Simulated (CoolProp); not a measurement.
Model: reference Helmholtz-energy equation of state, Lemmon 2006, in CoolProp. It is a short technical equation, of lower accuracy than the large ones.

Problem. Give the vapour pressure (bar), liquid density (kg/m³), liquid cp (kJ/(kg K)) of saturated carbon monoxide at 113.4 K.

Solution. 
```json
[
 {"T (K)": "113.4", "p (bar)": "13.1", "liquid density (kg/m³)": "625", "liquid cp (kJ/(kg K))": "2.71"}
]
```
